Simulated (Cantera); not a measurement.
## Hydrocarbon pyrolysis for carbon deposition

An isothermal, constant-pressure homogeneous reactor starts with 27.0 % CH₄, 73.0 % N₂, at 1725 K and 0.370 bar.

Cantera simulation using GRI-Mech 3.0 (53 species, 325 reactions); the numbers are that mechanism's predictions, not measurements. GRI-Mech 3.0 stops at C3 and has no aromatics, soot or wall deposition, so with more carbon than oxygen in the feed, carbon stays in small species such as C2H2 where larger ones or solid carbon would form.

| t (s) | x CH₄ | x C₂H₂ | x CH₂ | x HCN | x CH₃ | x C₂H₄ |
|---|---|---|---|---|---|---|
| 0.000300 | 0.268 | 4.22e-6 | 1.82e-7 | 1.49e-11 | 0.00101 | 0.000192 |
| 0.000954 | 0.259 | 0.000379 | 7.08e-7 | 4.92e-10 | 0.00206 | 0.00299 |
| 0.00304 | 0.210 | 0.0124 | 8.82e-7 | 1.25e-8 | 0.00208 | 0.0112 |
| 0.00965 | 0.135 | 0.0491 | 4.90e-7 | 6.64e-8 | 0.00121 | 0.00380 |
| 0.0307 | 0.0660 | 0.0792 | 2.71e-7 | 2.06e-7 | 0.000614 | 0.00101 |
| 0.0977 | 0.0233 | 0.0966 | 1.21e-7 | 4.69e-7 | 0.000238 | 0.000509 |
| 0.311 | 0.00710 | 0.103 | 4.29e-8 | 8.05e-7 | 7.70e-5 | 0.000481 |
| 0.988 | 0.00276 | 0.105 | 1.75e-8 | 1.19e-6 | 3.05e-5 | 0.000489 |
| 3.14 | 0.00220 | 0.105 | 1.41e-8 | 1.92e-6 | 2.44e-5 | 0.000490 |
| 10.0 | 0.00220 | 0.105 | 1.41e-8 | 4.35e-6 | 2.44e-5 | 0.000490 |
x: mole fraction; the columns are a selection and need not sum to one.

Equilibrium at this temperature and pressure: CH₄ 0.00160, C₂H₂ 0.0554, CH₂ 1.02e-8, HCN 0.100, CH₃ 1.77e-5, C₂H₄ 0.000259 (gas phase only).
